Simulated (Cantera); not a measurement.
Charge: 1 mol BCl₃, 1.9 mol H₂O, 10 mol N₂, at 23000 Pa.

These are equilibrium values from Cantera (NASA tables, ideal gas, pure condensed phases), not measurements of a reactor. Candidate condensed phases: B, BN, B₂O₃, B₃O₃H₃, H₂O, NH₄Cl; 49 gas species. Gases not in the tables: H₃BO₃. Equilibrium is a limit: real reactors are often held back by kinetics, nucleation or transport.

Q: At 1150 K, list the 4 most abundant gas species with their mole fractions, and the condensed phases.

A: N₂ 0.746, HCl 0.224, H₂O 0.0297, HBO₂ 0.000142. Condensed: B₂O₃(l).
